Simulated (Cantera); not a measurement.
Feed: 1 mol Al2O3, 84 mol HCl, 0.2 mol O2, at 1023.15 K and 0.00133 bar.

Method: chemical equilibrium by Gibbs-energy minimisation in Cantera with the NASA 1993 tables (ideal gas, pure condensed phases). Candidate condensed phases: Al, AlCl3, Al2O3, H2O; 29 gas species. Rates play no part.

Base state: HCl 0.990, H2O 0.00475, Cl2 0.00426, Cl 0.000975 (mole fractions); condensed: Al2O3(s).

What changes in the equilibrium state with this change: O2 from 0.2 to 6.6 mol?


```csv
species,before,after
HCl,0.990,0.860
O2,3.86e-6,0.0528
H2O,0.00475,0.0430
Cl2,0.00426,0.0415
Cl,0.000975,0.00304
"Al2O3(s), mol",1.000,1.000
```
